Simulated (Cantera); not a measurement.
An isothermal, constant-pressure homogeneous reactor starts with 22.6 % N2O, 0.171 % H2, 76.7 % N2, 0.542 % H2O, at 1075 K and 100.0 Torr.

Computed with Cantera and GRI-Mech 3.0 (53 species, 325 reactions). GRI-Mech 3.0 was tuned for natural gas; its chemistry of N2O as a main component is partial and can be far from experiment. The mechanism lacks the step 2 NO + O2 → 2 NO2, which can matter for NO2 below about 1400 K. The temperature is held fixed by assumption; the heat of reaction is taken as removed at once.

x: mole fraction; the columns are a selection and need not sum to one.

```json
[
 {"t (s)": "4.00e-5", "x N2O": "0.226", "x H2": "0.00171", "x HO2": "<1e-12", "x NO2": "<1e-12", "x H": "3.46e-10", "x NO": "1.96e-10", "x H2O": "0.00542"},
 {"t (s)": "0.000139", "x N2O": "0.226", "x H2": "0.00171", "x HO2": "1.05e-11", "x NO2": "<1e-12", "x H": "2.78e-9", "x NO": "2.09e-9", "x H2O": "0.00542"},
 {"t (s)": "0.000480", "x N2O": "0.226", "x H2": "0.00171", "x HO2": "3.67e-10", "x NO2": "<1e-12", "x H": "1.65e-8", "x NO": "1.77e-8", "x H2O": "0.00542"},
 {"t (s)": "0.00167", "x N2O": "0.226", "x H2": "0.00171", "x HO2": "[?]", "x NO2": "1.29e-12", "x H": "7.23e-8", "x NO": "1.02e-7", "x H2O": "0.00542"},
 {"t (s)": "0.00577", "x N2O": "0.226", "x H2": "0.00170", "x HO2": "[?]", "x NO2": "2.62e-10", "x H": "2.36e-7", "x NO": "5.03e-7", "x H2O": "0.00543"},
 {"t (s)": "0.0200", "x N2O": "0.226", "x H2": "0.00160", "x HO2": "[?]", "x NO2": "2.19e-8", "x H": "4.82e-7", "x NO": "2.71e-6", "x H2O": "0.00553"},
 {"t (s)": "0.0693", "x N2O": "0.225", "x H2": "0.00114", "x HO2": "[?]", "x NO2": "2.26e-7", "x H": "4.30e-7", "x NO": "1.04e-5", "x H2O": "0.00599"},
 {"t (s)": "0.240", "x N2O": "0.224", "x H2": "0.000380", "x HO2": "[?]", "x NO2": "1.55e-6", "x H": "1.13e-7", "x NO": "2.64e-5", "x H2O": "0.00675"},
 {"t (s)": "0.833", "x N2O": "0.223", "x H2": "2.84e-5", "x HO2": "[?]", "x NO2": "1.08e-5", "x H": "5.50e-9", "x NO": "6.41e-5", "x H2O": "0.00710"},
 {"t (s)": "2.89", "x N2O": "0.220", "x H2": "1.70e-8", "x HO2": "[?]", "x NO2": "3.34e-5", "x H": "2.36e-10", "x NO": "0.000194", "x H2O": "0.00712"},
 {"t (s)": "10.0", "x N2O": "0.210", "x H2": "3.70e-9", "x HO2": "[?]", "x NO2": "4.68e-5", "x H": "2.41e-10", "x NO": "0.000672", "x H2O": "0.00708"}
]
```

Q: Complete the blanks.

A: 
- 0.00167, x HO2: 7.93e-9
- 0.00577, x HO2: 9.85e-8
- 0.0200, x HO2: 4.53e-7
- 0.0693, x HO2: 5.27e-7
- 0.240, x HO2: 4.27e-7
- 0.833, x HO2: 2.13e-7
- 2.89, x HO2: 1.16e-7
- 10.0, x HO2: 4.69e-8
